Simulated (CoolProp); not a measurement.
A simple Rankine cycle with cyclohexane: condensing at 300.15 K, boiler at 2.98 MPa, turbine inlet 568.8 K, turbine efficiency 0.9, pump efficiency 0.7, no recuperator. Each further row changes one setting.

Values from CoolProp's reference Helmholtz-energy equation of state, Zhou 2014.

```csv
case,thermal efficiency (%),net work (kJ/kg),heat in (kJ/kg),turbine exit temperature (K),volume ratio over the turbine
as stated,25.3,217,854,448.8,229
turbine inlet 588.8 K,25.0,228,913,471.2,220
condensing temperature 292.15 K,26.5,231,869,441.7,326
boiler pressure 2.09 MPa,24.1,211,876,461.9,145
turbine efficiency 0.8,22.5,192,854,460.8,236
```
